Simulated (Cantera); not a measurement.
# Ammonia decomposition in nitride growth gas

An isothermal, constant-pressure homogeneous reactor starts with 1.39 % NH₃, 98.6 % H₂, at 1850 K and 0.0375 atm.

Model: the gas-phase N/H chemistry of the illustrative SiF4/NH3 mechanism in the Surface Chemkin manual (1991), integrated in Cantera. Walls and surfaces, which speed up NH3 decomposition in real reactors, are not modelled.

```json
[
 {"t (s)": "1.00e-6", "x NH₃": "0.0139", "x H₂": "0.986", "x H": "1.98e-9", "x N₂H₄": "<1e-12", "x N₂H₂": "<1e-12", "x N₂": "<1e-12", "x NH₂": "8.59e-10"},
 {"t (s)": "5.24e-6", "x NH₃": "0.0139", "x H₂": "0.986", "x H": "1.18e-8", "x N₂H₄": "<1e-12", "x N₂H₂": "<1e-12", "x N₂": "<1e-12", "x NH₂": "3.09e-9"},
 {"t (s)": "2.75e-5", "x NH₃": "0.0139", "x H₂": "0.986", "x H": "7.16e-8", "x N₂H₄": "<1e-12", "x N₂H₂": "<1e-12", "x N₂": "<1e-12", "x NH₂": "6.46e-9"},
 {"t (s)": "0.000144", "x NH₃": "0.0139", "x H₂": "0.986", "x H": "3.90e-7", "x N₂H₄": "<1e-12", "x N₂H₂": "<1e-12", "x N₂": "<1e-12", "x NH₂": "1.88e-8"},
 {"t (s)": "0.000756", "x NH₃": "0.0139", "x H₂": "0.986", "x H": "2.06e-6", "x N₂H₄": "<1e-12", "x N₂H₂": "<1e-12", "x N₂": "<1e-12", "x NH₂": "8.33e-8"},
 {"t (s)": "0.00397", "x NH₃": "0.0139", "x H₂": "0.986", "x H": "1.08e-5", "x N₂H₄": "<1e-12", "x N₂H₂": "<1e-12", "x N₂": "2.92e-11", "x NH₂": "4.22e-7"},
 {"t (s)": "0.0208", "x NH₃": "0.0139", "x H₂": "0.986", "x H": "5.68e-5", "x N₂H₄": "<1e-12", "x N₂H₂": "2.50e-11", "x N₂": "5.07e-9", "x NH₂": "2.19e-6"},
 {"t (s)": "0.109", "x NH₃": "0.0139", "x H₂": "0.986", "x H": "0.000295", "x N₂H₄": "8.56e-12", "x N₂H₂": "1.13e-9", "x N₂": "1.22e-6", "x NH₂": "1.14e-5"},
 {"t (s)": "0.572", "x NH₃": "0.0133", "x H₂": "0.985", "x H": "0.000986", "x N₂H₄": "8.70e-11", "x N₂H₂": "2.18e-8", "x N₂": "0.000268", "x NH₂": "3.65e-5"},
 {"t (s)": "3.00", "x NH₃": "0.00850", "x H₂": "0.988", "x H": "0.00121", "x N₂H₄": "5.28e-11", "x N₂H₂": "1.48e-8", "x N₂": "0.00264", "x NH₂": "2.84e-5"}
]
```
x: mole fraction; the columns are a selection and need not sum to one.

Equilibrium at this temperature and pressure: NH₃ 8.11e-8, H₂ 0.990, H 0.00277, N₂H₄ <1e-12, N₂H₂ <1e-12, N₂ 0.00684, NH₂ 6.21e-10 (gas phase only).
